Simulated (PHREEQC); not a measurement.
Make-up at 25 °C: 0.004 mol/kgw HF and 0.0023 mol/kgw NH4F. Closed to the air; pH follows from the charge balance.

Equilibrium calculation in PHREEQC: ion-association model, phreeqc.dat.

Each row changes one thing in this solution. This is a speciation only: nothing precipitates in the calculation.

```
case                                           pH  ionic strength (mol/kgw)  HF (mol/kgw)  F- (mol/kgw)  HF2- (mol/kgw)
-------------------------------------------  ----  ------------------------  ------------  ------------  --------------
as made                                      3.13                   0.00308       0.00318       0.00305         3.72e-5
NH4F left out                                2.88                   0.00138       0.00261       0.00137         1.37e-5
diluted 5-fold with water                    3.45                  0.000829      0.000430      0.000828         1.36e-6
NH4F replaced by NH4Cl at the same molality  2.88                   0.00371       0.00258       0.00139         1.38e-5
HF from 0.004 to 0.04 mol/kgw                2.38                   0.00683        0.0347       0.00603        0.000802
diluted 10-fold with water                   3.63                  0.000469      0.000160      0.000469         2.89e-7
NH4F from 0.0023 to 0.00023 mol/kgw          2.91                   0.00153       0.00269       0.00151         1.56e-5
HF left out                                  6.27                   0.00230       1.75e-6       0.00230         1.54e-8
HF from 0.004 to 0.02 mol/kgw                2.59                   0.00506        0.0169       0.00475        0.000309
```
